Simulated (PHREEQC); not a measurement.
A solution holds 0.061 mol/kgw HNO3, 0.00043 mol/kgw NaCl and 0.00071 mol/kgw MnSO4, at 38 °C. Closed to the air; pH follows from the charge balance.

Model: ion-association model, phreeqc.dat, run in PHREEQC.

Precipitation was switched off in this run.

Q: Order these S species by the share of S that they hold, largest first: MnSO4, HSO4-, SO4-2.

A: HSO4- (77 %), SO4-2 (22 %), MnSO4 (0.65 %)

The pH is 1.29 and the ionic strength 0.0631 mol/kgw. Species that the database lacks are ignored. At this temperature some constants are extrapolated from 25 °C, and those without enthalpy data are left unchanged.
